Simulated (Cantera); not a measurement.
Charge: 1 mol C2F6, held at 1500 K and 1.33 mbar.

Method: chemical equilibrium by Gibbs-energy minimisation in Cantera with the NASA 1993 tables (ideal gas, pure condensed phases). Candidate condensed phases: C; 13 gas species. The feed counts by its element totals alone. Gases not in the tables: C2F6 and larger saturated fluorocarbons. The numbers say what is thermodynamically allowed, not how fast it happens.

Base state: CF4 0.998, CF2 0.00117, F 0.000283, CF3 0.000164 (mole fractions); condensed: C(graphite).

What changes in the equilibrium state with this change: temperature from 1500 K to 800 K?


| species | before | after |
|---|---|---|
| CF4 | 0.998 | 1.00 |
| CF2 | 0.00117 | <1e-9 |
| F | 0.000283 | <1e-9 |
| CF3 | 0.000164 | <1e-9 |
| C(graphite), mol | 0.499 | 0.500 |
Condensed phases not in the tables: fluorocarbon polymer.
